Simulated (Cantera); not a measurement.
An isothermal, constant-pressure homogeneous reactor starts with N2O : O2 = 1 : 0.34 (molar parts), at 1200 K and 0.0660 bar.

Computed with Cantera and GRI-Mech 3.0 (53 species, 325 reactions). GRI-Mech 3.0 was tuned for natural gas; its chemistry of N2O as a main component is partial and can be far from experiment. The mechanism lacks the step 2 NO + O2 → 2 NO2, which can matter for NO2 below about 1400 K. The temperature is held fixed by assumption; the heat of reaction is taken as removed at once.

Question: Predict: x(N2O) at 1.00 s; x(O2) at 1.00 s; x(N2) at 1.00 s; x(NO2) at 1.00 s; x(O) at 1.00 s.

Answer: 
```
Quantity                                            Value
----------------  ---------------------------------------
x(N2O) at 1.00 s    0.706 (gas-phase equilibrium 3.60e-9)
x(O2) at 1.00 s       0.263 (gas-phase equilibrium 0.456)
x(N2) at 1.00 s      0.0277 (gas-phase equilibrium 0.543)
x(NO2) at 1.00 s  2.16e-6 (gas-phase equilibrium 1.54e-6)
x(O) at 1.00 s    1.82e-6 (gas-phase equilibrium 6.63e-8)
```
